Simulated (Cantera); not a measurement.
Input: 1 mol SiF₄, 4.7 mol N₂O, 32 mol H₂, 1.3 mol O₂, equilibrated at 88.0 Pa.

Method: chemical equilibrium by Gibbs-energy minimisation in Cantera with the NASA 1993 tables (ideal gas, pure condensed phases). Candidate condensed phases: H₂O, Si, SiO₂, Si₂N₂O, Si₃N₄; 58 gas species. The tables hold silica as quartz up to 1696 K and as liquid above; real silica turns to tridymite and cristobalite and melts near 1996 K. Equilibrium is a limit: real reactors are often held back by kinetics, nucleation or transport. All values below are at 1375 K.

Base state: H₂ 0.638, H₂O 0.137, N₂ 0.121, HF 0.103, H 9.23e-5 (mole fractions); condensed: SiO₂(β-quartz).

**Question.** What changes in the equilibrium state with this change: N₂O from 4.7 to 0.37 mol?

**Answer.** 
```
species               before     after
-------------------  -------  --------
H₂                     0.638     0.845
HF                     0.103     0.116
H₂O                    0.137    0.0283
N₂                     0.121    0.0108
SiF₄                 6.92e-7   2.60e-5
H                    9.23e-5  0.000106
SiO₂(β-quartz), mol    1.000     0.999
```
